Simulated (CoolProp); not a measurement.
Sulfur hexafluoride at several states: fugacity coefficient from the reference equation and from simpler models built on Tc = 45.6 °C, pc = 3755 kPa, ω = 0.210; each cubic takes its own stable root.

Values from CoolProp's reference Helmholtz-energy equation of state, Guder 2009.

```json
[
 {"T (°C)": "143.05", "p (kPa)": "13600", "phase": "supercritical", "reference": "___", "van der Waals": "0.5829", "Soave-Redlich-Kwong": "0.6708", "Peng-Robinson": "___"},
 {"T (°C)": "330.65", "p (kPa)": "22.6", "phase": "gas", "reference": "0.9999", "van der Waals": "0.9997", "Soave-Redlich-Kwong": "0.9999", "Peng-Robinson": "0.9998"},
 {"T (°C)": "320.95", "p (kPa)": "7430", "phase": "supercritical", "reference": "___", "van der Waals": "0.9029", "Soave-Redlich-Kwong": "0.9803", "Peng-Robinson": "___"},
 {"T (°C)": "191.15", "p (kPa)": "7320", "phase": "supercritical", "reference": "0.8547", "van der Waals": "0.7969", "Soave-Redlich-Kwong": "___", "Peng-Robinson": "0.8324"},
 {"T (°C)": "-16.75", "p (kPa)": "547", "phase": "gas", "reference": "___", "van der Waals": "0.9278", "Soave-Redlich-Kwong": "___", "Peng-Robinson": "0.8976"}
]
```

Task: Complete the blanks.

Result: 
- 143.05, reference: 0.6477
- 143.05, Peng-Robinson: 0.6239
- 320.95, reference: 0.9638
- 320.95, Peng-Robinson: 0.9512
- 191.15, Soave-Redlich-Kwong: 0.8673
- -16.75, reference: 0.9014
- -16.75, Soave-Redlich-Kwong: 0.9036
